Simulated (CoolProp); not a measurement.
Values from CoolProp's reference Helmholtz-energy equation of state, Lemmon 2006. It is a short technical equation, of lower accuracy than the large ones.

Task: Give the vapour pressure (MPa), vapour density (kg/m³), enthalpy of vaporisation (kJ/kg), surface tension (mN/m) of saturated CH3F (R41) at -11.45, 23.25 °C.

Result: 
| T (°C) | p (MPa) | vapour density (kg/m³) | enthalpy of vaporisation (kJ/kg) | surface tension (mN/m) |
|---|---|---|---|---|
| -11.45 | 1.48 | 29.9 | 365 | 5.80 |
| 23.25 | 3.67 | 88.6 | 246 | 1.72 |

Surface tension comes from a separate correlation (Mulero 2012).
